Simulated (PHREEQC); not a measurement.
Model water analysis in mg/L, 25 °C, pH 6.27, pe 1.6: Na 0.259; K 0.00177; Ca 0.0213; Mg 0.00087; Cl 0.147; S(6) as SO4 0.256; Alkalinity as HCO3 0.163; Fe(2) 0.000189; Li 0.00133.

Cl is adjusted to close the charge balance.
Valence states are taken as typed.

The numbers come from PHREEQC with the ion-association model, phreeqc.dat.

Each row changes one thing in this solution. No solid was allowed to form.

```tsv
case	CO2 (mol/kgw)	HCO3- (mol/kgw)	CO3-2 (mol/kgw)	CaSO4 (mol/kgw)	NaSO4- (mol/kgw)	HSO4- (mol/kgw)	SI of Siderite (FeCO3)	SI of Gypsum (CaSO4:2H2O)
as made	3.83e-6	3.19e-6	2.83e-10	2.42e-10	1.48e-10	1.37e-10	-7.15	-7.28
all concentrations times 3 at the same typed pH	1.02e-5	8.54e-6	7.64e-10	2.12e-9	1.31e-9	4.07e-10	-6.25	-6.34
Mg from 0.00087 to 0.000435 mg/L	3.83e-6	3.19e-6	2.83e-10	2.42e-10	1.48e-10	1.37e-10	-7.15	-7.28
pH from 6.27 to 6.57 at the same alkalinity	1.75e-6	2.90e-6	5.13e-10	2.42e-10	1.48e-10	6.87e-11	-6.89	-7.28
```
